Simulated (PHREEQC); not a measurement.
Dissolve 3.9 mmol/kgw HCl, 8 mmol/kgw MnSO4 and 0.42 mmol/kgw Na2SO4 at 48 °C. Closed to the air; pH follows from the charge balance.

All values are PHREEQC results (ion-association model, phreeqc.dat), not measurements.

**Question.** The ionic strength comes out as 0.0257 mol/kgw. What activity coefficients do H+, Mn+2, NaSO4-, MnCl+, SO4-2 get?

**Answer.** H+ 0.87, Mn+2 0.55, NaSO4- 0.86, MnCl+ 0.86, SO4-2 0.54.

Precipitation was switched off in this run. Species that the database lacks are ignored. At this temperature some constants are extrapolated from 25 °C, and those without enthalpy data are left unchanged.
